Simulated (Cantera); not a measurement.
A Cantera script and what it prints.

```python
import numpy as np
import cantera as ct

gas_names = [...]  # 77 gases of nasa_gas.yaml made of C, H, Ta
cond_names = """
    C(gr) C6H6(L) C7H8(L) C8H18(L),n-octa Ta(cr) Ta(L) TaC(s) TaC(L)
""".split()


# ... load() reads the species with a 1 bar reference pressure and builds the phases ...
atoms = {
    'Ta': {'Ta': 1},
    'CH4': {'C': 1, 'H': 4},
    'H2': {'H': 2},
}
top_T = {'C(gr)': 4500}  # K; cautious upper limits of use, not melting points


# ... equilibrate(T, P, feed) seeds the gas with the atoms and calls Mixture.equilibrate('TP', solver="vcs", rtol=1e-11, max_steps=5000) ...
results = []
T = 2748.15  # K
P = 0.18  # Pa
for m in [18, 22, 27, 33, 40, 48, 59, 71, 87, 110]:
    feed = {'Ta': 1, 'CH4': 1.6, 'H2': m}  # mol
    mix = equilibrate(T, P, feed)
    results.append((T, P, feed, dict(zip(mix.species_names, mix.species_moles))))

top = {s: max(r[3][s] / sum(r[3][g] for g in gas_names) for r in results) for s in gas_names}
cols = sorted((s for s in top if top[s] > 1e-05), key=lambda s: -top[s])[:5]
seen = [c for c in cond_names if any(r[3].get(c, 0) > 1e-12 for r in results)]
print("log10 of partial pressures in bar; condensed amounts in mol")
print(f"{'n(H2)':>10s}" + "".join(f"{s[:9]:>10s}" for s in cols + seen))
for T, P, feed, n in results:
    ng = sum(n[g] for g in gas_names)
    print(f"{feed['H2']:10.4g}" + "".join(f"{np.log10(max(n[s] / ng * P / 1e5, 1e-99)):10.3f}" for s in cols)
          + "".join(f"{n.get(c, 0):10.4g}" for c in seen))
```

Result:

```
log10 of partial pressures in bar; condensed amounts in mol
     n(H2)         H         C        Ta        H2        C2    TaC(s)
        18    -5.755    -7.491    -8.117    -9.174    -9.916    0.8162
        22    -5.754    -7.535    -8.074    -9.173   -10.003    0.7589
        27    -5.754    -7.575    -8.034    -9.172   -10.084    0.6832
        33    -5.753    -7.610    -7.998    -9.171   -10.155    0.5884
        40    -5.753    -7.640    -7.968    -9.171   -10.214    0.4741
        48    -5.753    -7.665    -7.944    -9.170   -10.264    0.3404
        59    -5.753    -7.689    -7.920    -9.170   -10.312    0.1532
        71    -5.752    -7.721    -7.924    -9.169   -10.377         0
        87    -5.751    -7.805    -8.007    -9.167   -10.543         0
       110    -5.750    -7.902    -8.104    -9.164   -10.737         0
```

These are equilibrium values from Cantera (NASA tables, ideal gas, pure condensed phases), not measurements of a reactor. TaC: taken at fixed stoichiometry. Condensed phases not in the tables: Ta2C.
